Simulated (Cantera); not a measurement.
Feed: 1 mol Si3N4, 0.71 mol Cl2, equilibrated at 1702 °C and 1.00 Torr.

These are equilibrium values from Cantera (NASA tables, ideal gas, pure condensed phases), not measurements of a reactor. Candidate condensed phases: Si, Si3N4; 13 gas species. The tables' values for SiCl, SiCl3, SiN are old estimates; treat these amounts as uncertain. Kinetics and transport are ignored.

Question: What is the equilibrium state?

Answer: 
```json
{
 "x(N2)": "0.713",
 "x(SiCl2)": "0.243",
 "x(Si)": "0.0242",
 "x(SiCl)": "0.00933",
 "x(Cl)": "0.00879",
 "x(SiCl3)": "0.000700",
 "x(Si2N)": "0.000278",
 "x(Si2)": "0.000236",
 "x(SiN)": "0.000207",
 "n(Si(l))": "2.22 mol",
 "gas_amount": "2.804 mol"
}
```
